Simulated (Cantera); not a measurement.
Feed: 1 mol TiO₂, 2.2 mol HCl, at 10.5 Torr.

These are equilibrium values from Cantera (NASA tables, ideal gas, pure condensed phases), not measurements of a reactor. Candidate condensed phases: H₂O, Ti, TiCl₂, TiCl₃, TiCl₄, TiO, TiO₂, Ti₂O₃, Ti₃O₅, Ti₄O₇; 23 gas species. Rates play no part.

**Question.** At 1348 K, list the 4 most abundant gas species with their mole fractions, and the condensed phases.

**Answer.** HCl 0.995, H₂O 0.00218, TiCl₄ 0.00107, Cl 0.000797. Condensed: TiO₂(rutile).
